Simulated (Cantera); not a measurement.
A jet of 1.38 % H₂, 7.60 % O₂, 91.0 % N₂ at 300 K and 16000 Pa hits a platinum plate 5.4 cm away at a mass flux of 0.023 kg/m²/s; the plate temperature is set and raised in steps from an oxygen-covered start.

Cantera simulation using Deutschmann's 1995 Pt surface mechanism with GRI-Mech 3.0 gas chemistry; the numbers are that mechanism's predictions, not measurements. Catalytic surfaces can have several steady states; this one follows from the mechanism file's or the stated starting coverage.

x: mole fraction at the wall; θ: surface coverage.

```csv
plate T (K),wall x H₂,wall x O₂,wall x H₂O,wall x OH,θ free Pt,θ O*,θ OH*
700,0.000807,0.0624,0.0246,<1e-8,0.0350,0.963,0.00227
750,0.000544,0.0622,0.0250,<1e-8,0.0549,0.943,0.00205
800,0.000350,0.0620,0.0252,<1e-8,0.0909,0.907,0.00195
850,0.000235,0.0619,0.0253,<1e-8,0.140,0.858,0.00184
900,___,0.0618,0.0253,___,___,0.800,___
950,___,0.0618,0.0253,___,___,___,___
```

**Question.** Fill in the missing entries.

**Answer.** 
- 900, wall x H₂: 0.000174
- 900, wall x OH: 2.58e-8
- 900, θ free Pt: 0.198
- 900, θ OH*: 0.00168
- 950, wall x H₂: 0.000136
- 950, wall x OH: 7.06e-8
- 950, θ free Pt: 0.262
- 950, θ O*: 0.736
- 950, θ OH*: 0.00152
